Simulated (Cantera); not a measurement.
**Gas activation for diamond growth**

An isothermal, constant-pressure homogeneous reactor starts with 4.02 % CH4, 95.8 % H2, 0.192 % N2, at 1423 K and 10.00 Torr.

Computed with Cantera and GRI-Mech 3.0 (53 species, 325 reactions). GRI-Mech 3.0 stops at C3 and has no aromatics, soot or wall deposition, so with more carbon than oxygen in the feed, carbon stays in small species such as C2H2 where larger ones or solid carbon would form. Radical loss at walls, strong at low pressure, is not modelled.

| t (s) | x CH4 | x H2 | x C2H2 | x H | x CH2 | x C2H4 |
|---|---|---|---|---|---|---|
| 0.000500 | 0.0402 | 0.958 | <1e-12 | 3.54e-8 | <1e-12 | <1e-12 |
| 0.00112 | 0.0402 | 0.958 | <1e-12 | 7.96e-8 | <1e-12 | <1e-12 |
| 0.00251 | 0.0402 | 0.958 | <1e-12 | 1.79e-7 | <1e-12 | <1e-12 |
| 0.00562 | 0.0402 | 0.958 | <1e-12 | 4.01e-7 | <1e-12 | 6.45e-12 |
| 0.0126 | 0.0402 | 0.958 | <1e-12 | 8.97e-7 | <1e-12 | 7.36e-11 |
| 0.0282 | 0.0402 | 0.958 | 2.59e-12 | 2.01e-6 | 2.63e-12 | 8.32e-10 |
| 0.0631 | 0.0402 | 0.958 | 8.25e-11 | 4.49e-6 | 1.31e-11 | 9.60e-9 |
| 0.141 | 0.0402 | 0.958 | 3.14e-9 | 9.91e-6 | 6.41e-11 | 1.16e-7 |
| 0.317 | 0.0402 | 0.958 | 1.37e-7 | 2.09e-5 | 2.83e-10 | 1.35e-6 |
| 0.710 | 0.0402 | 0.958 | 4.34e-6 | 3.60e-5 | 8.35e-10 | 9.98e-6 |
| 1.59 | 0.0400 | 0.958 | 4.63e-5 | 4.25e-5 | 1.15e-9 | 2.44e-5 |
| 3.56 | 0.0398 | 0.958 | 0.000182 | 4.28e-5 | 1.16e-9 | 2.77e-5 |
| 7.97 | 0.0391 | 0.958 | 0.000486 | 4.30e-5 | 1.15e-9 | 2.95e-5 |
| 17.9 | 0.0378 | 0.959 | 0.00114 | 4.33e-5 | 1.13e-9 | 3.33e-5 |
| 40.0 | 0.0350 | 0.961 | 0.00248 | 4.40e-5 | 1.08e-9 | 4.12e-5 |
x: mole fraction; the columns are a selection and need not sum to one.

Equilibrium at this temperature and pressure: CH4 0.00338, H2 0.977, C2H2 0.0167, H 5.73e-5, CH2 1.74e-10, C2H4 0.000138 (gas phase only).
